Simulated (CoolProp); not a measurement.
The numbers come from the reference Helmholtz-energy equation of state, Lemmon 2006 in CoolProp. It is a short technical equation, of lower accuracy than the large ones.

For toluene, give the phase and the isothermal compressibility (1/MPa), expansivity (1/kK), conductivity (mW/(m K)), Prandtl number at 186.4 K and 0.375 MPa; 202.7 K and 0.0399 MPa; 524.2 K and 1.77 MPa.


- 186.4 K and 0.375 MPa: liquid; isothermal compressibility 0.000436, expansivity 1.00, conductivity 158, Prandtl number 102
- 202.7 K and 0.0399 MPa: liquid; isothermal compressibility 0.000486, expansivity 1.00, conductivity 155, Prandtl number 39.0
- 524.2 K and 1.77 MPa: liquid; isothermal compressibility 0.0131, expansivity 3.33, conductivity 80.1, Prandtl number 3.30

Viscosity comes from a separate model (Avgeri 2015). Thermal conductivity comes from a separate model (Assael 2012).
